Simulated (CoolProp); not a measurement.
Computed with CoolProp (reference Helmholtz-energy equation of state, Beckmüller 2019).

Give the vapour pressure (MPa), vapour density (kg/m³), liquid conductivity (mW/(m K)) of saturated n-octane at 419.5, 441.1 K.


```
T (K)  p (MPa)  vapour density (kg/m³)  liquid conductivity (mW/(m K))
-----  -------  ----------------------  ------------------------------
419.5    0.174                    6.21                            91.4
441.1    0.288                    10.1                            86.3
```

Thermal conductivity comes from a separate model (Huber 2005).
